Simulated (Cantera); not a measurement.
Feed: 1 mol Fe3O4, 100 mol H2, at 72.0 mbar.

These are equilibrium values from Cantera (NASA tables, ideal gas, pure condensed phases), not measurements of a reactor. Candidate condensed phases: Fe, FeO, Fe(OH)2, Fe(OH)3, Fe2O3, Fe3O4, H2O; 12 gas species. Rates play no part.

x: gas mole fraction; n: condensed amount in mol.

| T (K) | x H2 | x H2O | x H | x Fe | x Fe(OH)2 | x OH | n Fe(α) | n Fe(γ) |
|---|---|---|---|---|---|---|---|---|
| 1075 | 0.960 | 0.0400 | 5.36e-8 | 6.27e-12 | 4.00e-10 | 8.46e-12 | 3.00 | 0 |
| 1125 | 0.960 | 0.0400 | … | … | … | … | 3.00 | 0 |
| 1175 | 0.960 | 0.0400 | 4.48e-7 | 2.92e-10 | 1.81e-9 | 1.30e-10 | 3.00 | 0 |
| 1225 | 0.960 | 0.0400 | 1.14e-6 | 1.57e-9 | 3.51e-9 | 4.32e-10 | 0 | 3.00 |
| 1275 | 0.960 | 0.0400 | 2.69e-6 | 7.33e-9 | 6.47e-9 | 1.30e-9 | 0 | 3.00 |
| 1325 | 0.960 | 0.0400 | … | … | … | … | 0 | 3.00 |
| 1375 | 0.960 | 0.0400 | 1.25e-5 | 1.14e-7 | 1.93e-8 | 9.38e-9 | 0 | 3.00 |
| 1425 | 0.960 | 0.0400 | 2.49e-5 | 3.88e-7 | 3.15e-8 | 2.27e-8 | 0 | 3.00 |

Question: Some entries are withheld; supply them.

Answer: 
- 1325, x H: 5.97e-6
- 1325, x Fe: 3.05e-8
- 1325, x Fe(OH)2: 1.14e-8
- 1325, x OH: 3.63e-9
- 1125, x H: 1.62e-7
- 1125, x Fe: 4.67e-11
- 1125, x Fe(OH)2: 8.80e-10
- 1125, x OH: 3.52e-11
